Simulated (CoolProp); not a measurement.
Saturation properties of methanol (Tc = 240.2 °C, pc = 8.216 MPa, ω = 0.565).

Model: reference Helmholtz-energy equation of state, de Reuck 1993, in CoolProp.

```csv
T (°C),p (MPa),liquid density (kg/m³),liquid cp (kJ/(kg K)),liquid viscosity (µPa s),vapour viscosity (µPa s)
69.85,0.1247,743.0,2.873,307,11.0
75.25,0.1525,737.5,2.921,289,11.1
80.75,0.1860,731.8,2.973,272,11.3
86.25,0.2253,726.0,3.026,257,11.4
91.65,0.2702,720.2,3.081,243,11.6
97.15,0.3231,714.1,3.138,229,11.7
102.65,0.3843,707.9,3.198,217,11.9
108.05,0.4531,701.7,3.259,206,12.0
113.55,0.5330,695.2,3.323,195,12.2
```

It boils at 64.5 °C under 1 atm.

Viscosity comes from a separate model (Xiang 2006).
